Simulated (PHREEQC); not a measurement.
Make-up at 20 °C: 65 mmol/kgw K2CO3 and 0.04 mmol/kgw Na2SO4. Closed to the air; pH follows from the charge balance.

Equilibrium calculation in PHREEQC: ion-association model, phreeqc.dat.

Each row changes one thing in this solution. Precipitation was switched off in this run.

| case | pH | ionic strength (mol/kgw) | CO3-2 (mol/kgw) | HCO3- (mol/kgw) | CO2 (mol/kgw) |
|---|---|---|---|---|---|
| as made | 11.41 | 0.193 | 0.0625 | 0.00245 | 1.66e-8 |
| temperature from 20 to 90 °C | 10.34 | 0.182 | 0.0524 | 0.0125 | 9.56e-7 |
| Na2SO4 left out | 11.41 | 0.193 | 0.0625 | 0.00245 | 1.66e-8 |
| Na2SO4 from 4e-05 to 4.4e-05 mol/kgw | 11.41 | 0.193 | 0.0625 | 0.00245 | 1.66e-8 |
| K2CO3 from 0.065 to 0.0585 mol/kgw | 11.39 | 0.173 | 0.0561 | 0.00234 | 1.66e-8 |
| temperature from 20 to 30 °C | 11.19 | 0.192 | 0.0618 | 0.00321 | 3.15e-8 |
| K2CO3 from 0.065 to 0.0325 mol/kgw | 11.30 | 0.0958 | 0.0307 | 0.00180 | 1.67e-8 |
| diluted 2-fold with water | 11.30 | 0.0957 | 0.0307 | 0.00180 | 1.67e-8 |

Complexes and solids missing from the database can't appear. Away from 25 °C the constants follow the database's enthalpies or fits; those with neither stay at their 25 °C values.
